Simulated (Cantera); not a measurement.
What does this Cantera script print?

```python
import numpy as np
import cantera as ct

gas = ct.Solution("h2o2.yaml")
gas.TPX = 1050, 13000, {'H2': 1.3, 'O2': 1, 'N2': 2.9}
reactor = ct.IdealGasConstPressureReactor(gas, energy="off", clone=False)
net = ct.ReactorNet([reactor])
net.rtol, net.atol = 1e-08, 1e-18
show = ['H2', 'O2', 'H', 'OH', 'O']
times = np.geomspace(0.0002, 100, 15)

steps = ct.SolutionArray(gas, extra=["t"])
rows = []
print(f"{'t/s':>10s}{'T/K':>9s}{'P/Pa':>11s}" + "".join(f"{s:>11s}" for s in show))
for t in times:
    while net.time < t:
        t_next = net.step()
        steps.append(gas.state, t=t_next)
    rows.append([np.interp(t, steps.t, y) for y in (steps.T, steps.P, *steps(*show).X.T)])
    print(f"{t:10.3e}{rows[-1][0]:9.1f}{rows[-1][1]:11.4g}" + "".join(f"{x:11.3e}" for x in rows[-1][2:]))
rate = np.gradient(steps.T, steps.t)
print("integrator steps:", len(steps.t))
if steps.T.max() > steps.T[0] + 200:
    print(f"time of steepest temperature rise: {steps.t[rate.argmax()]:.4e} s")
gas.TPX = 1050, 13000, {'H2': 1.3, 'O2': 1, 'N2': 2.9}
gas.equilibrate("TP")
print(f"equilibrium (TP): T = {gas.T:.1f} K  " + "  ".join(f"{s} {gas[s].X[0]:.3e}" for s in show))
```

Output:

```
       t/s      T/K       P/Pa         H2         O2          H         OH          O
 2.000e-04   1050.0    1.3e+04  2.500e-01  1.923e-01  1.246e-07  7.585e-09  1.927e-08
 5.106e-04   1050.0    1.3e+04  2.486e-01  1.917e-01  7.672e-04  5.004e-05  1.181e-04
 1.304e-03   1050.0    1.3e+04  1.242e-02  8.298e-02  1.455e-02  2.286e-03  3.417e-03
 3.328e-03   1050.0    1.3e+04  1.429e-03  7.737e-02  2.283e-04  4.253e-04  2.413e-04
 8.498e-03   1050.0    1.3e+04  2.480e-04  7.698e-02  1.080e-05  1.352e-04  3.014e-05
 2.170e-02   1050.0    1.3e+04  4.099e-05  7.692e-02  7.925e-07  5.874e-05  4.998e-06
 5.539e-02   1050.0    1.3e+04  5.561e-06  7.692e-02  6.184e-08  2.764e-05  9.814e-07
 1.414e-01   1050.0    1.3e+04  7.370e-07  7.692e-02  6.194e-09  1.395e-05  2.415e-07
 3.611e-01   1050.0    1.3e+04  1.444e-07  7.692e-02  9.298e-10  7.668e-06  7.308e-08
 9.218e-01   1050.0    1.3e+04  4.248e-08  7.692e-02  1.824e-10  4.489e-06  2.517e-08
 2.354e+00   1050.0    1.3e+04  1.466e-08  7.692e-02  4.041e-11  2.719e-06  9.267e-09
 6.009e+00   1050.0    1.3e+04  5.478e-09  7.692e-02  9.648e-12  1.681e-06  3.553e-09
 1.534e+01   1050.0    1.3e+04  2.267e-09  7.692e-02  2.597e-12  1.069e-06  1.439e-09
 3.917e+01   1050.0    1.3e+04  1.246e-09  7.692e-02  1.011e-12  7.448e-07  6.992e-10
 1.000e+02   1050.0    1.3e+04  1.049e-09  7.692e-02  7.425e-13  6.461e-07  5.265e-10
integrator steps: 2172
equilibrium (TP): T = 1050.0 K  H2 1.040e-09  O2 7.692e-02  H 7.303e-13  OH 6.407e-07  O 5.178e-10
```

Computed with Cantera and the H2/O2 subset of GRI-Mech 3.0, which has no nitrogen chemistry. The temperature is held fixed by assumption; the heat of reaction is taken as removed at once.
